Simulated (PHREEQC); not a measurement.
## Alkaline etch or developer: speciation

Make-up at 20 °C: 80 mmol/kgw TMAH and 0.015 mmol/kgw H4SiO4. Closed to the air; pH follows from the charge balance.

Model: ion-association model, wateq4f.dat, run in PHREEQC.

This is a speciation only: nothing precipitates in the calculation.

Task: Estimate the pH.

Result: pH 12.96.

Task: In which forms is Si present?

Result: H3SiO4- 54 %, H2SiO4-2 46 % of the Si.

(CH3)4N+ isn't in the database: it is added as a free cation with an ion size of 4 Å.
